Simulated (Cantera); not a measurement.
A perfectly stirred reactor is fed with H₂ : O₂ : N₂ = 0.43 : 1 : 3.9 (molar parts), equivalence ratio 0.21, at 0.133 bar; it is held at 850 K, and followed from long to short residence time.

Detailed kinetics in Cantera: GRI-Mech 3.0 (53 species, 325 reactions). Radical loss at walls, strong at low pressure, is not modelled. Below about 950 K walls govern HO2 and H2O2 in real vessels. The temperature is held fixed by assumption; the heat of reaction is taken as removed at once.

x: mole fraction; the columns are a selection and need not sum to one.

```json
[
 {"τ (s)": "0.51", "x H₂": "0.00893", "x O₂": "0.157", "x O": "1.82e-5", "x NO": "1.02e-9", "x OH": "1.08e-5"},
 {"τ (s)": "0.25", "x H₂": "0.0105", "x O₂": "0.158", "x O": "3.12e-5", "x NO": "1.74e-9", "x OH": "1.85e-5"},
 {"τ (s)": "0.12", "x H₂": "0.0128", "x O₂": "0.159", "x O": "5.21e-5", "x NO": "2.85e-9", "x OH": "3.07e-5"},
 {"τ (s)": "0.061", "x H₂": "0.0156", "x O₂": "0.160", "x O": "8.09e-5", "x NO": "4.28e-9", "x OH": "4.74e-5"},
 {"τ (s)": "0.030", "x H₂": "…", "x O₂": "0.162", "x O": "…", "x NO": "…", "x OH": "…"},
 {"τ (s)": "0.015", "x H₂": "0.0247", "x O₂": "0.164", "x O": "0.000184", "x NO": "8.58e-9", "x OH": "0.000106"},
 {"τ (s)": "0.0072", "x H₂": "0.0316", "x O₂": "0.167", "x O": "0.000269", "x NO": "1.11e-8", "x OH": "0.000151"},
 {"τ (s)": "0.0035", "x H₂": "0.0400", "x O₂": "0.170", "x O": "0.000374", "x NO": "1.29e-8", "x OH": "0.000202"},
 {"τ (s)": "0.0017", "x H₂": "…", "x O₂": "0.175", "x O": "…", "x NO": "1.22e-8", "x OH": "…"}
]
```

Fill in the missing entries.


- 0.030, x H₂: 0.0196
- 0.030, x O: 0.000124
- 0.030, x NO: 6.25e-9
- 0.030, x OH: 7.23e-5
- 0.0017, x H₂: 0.0502
- 0.0017, x O: 0.000479
- 0.0017, x OH: 0.000245
